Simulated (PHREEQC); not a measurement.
Synthetic water in mg/kgw, 15 °C, pH 3.48, pe 12.5:

```tsv
constituent	mg/kgw
Na	232
K	103
Ca	85
Mg	30.9
Cl	77.6
S(6) as SO4	833
Al	0.107
Zn	0.747
```

Na is adjusted to close the charge balance.
Valence states are taken as typed.

Model: ion-association model, wateq4f.dat, run in PHREEQC.

This is a speciation only: nothing precipitates in the calculation.

Order these Zn species by the share of Zn that they hold, largest first: ZnCl+, Zn+2, ZnSO4, Zn(SO4)2-2.

Zn+2 (66 %), ZnSO4 (32 %), Zn(SO4)2-2 (2.1 %), ZnCl+ (0.14 %)

The pH is 3.48 and the ionic strength 0.0270 mol/kgw.
